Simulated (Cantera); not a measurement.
A perfectly stirred reactor is fed with H₂ : O₂ = 0.014 : 1 (molar parts), at 0.00550 bar; it is held at 1375 K, and followed from long to short residence time.

Cantera simulation using GRI-Mech 3.0 (53 species, 325 reactions); the numbers are that mechanism's predictions, not measurements. Radical loss at walls, strong at low pressure, is not modelled.

One state of this run: x H₂ = 0.00100; x O₂ = 0.974; x HO₂ = 3.16e-7; x H = 0.000708; x O = 0.0104; x H₂O₂ = 1.04e-8; x OH = 0.00233. x: mole fraction; the columns are a selection and need not sum to one.

Question: Which value of τ (s) does it belong to?
A. 0.49
B. 0.015
C. 0.20
D. 1.2

Answer: B, 0.015
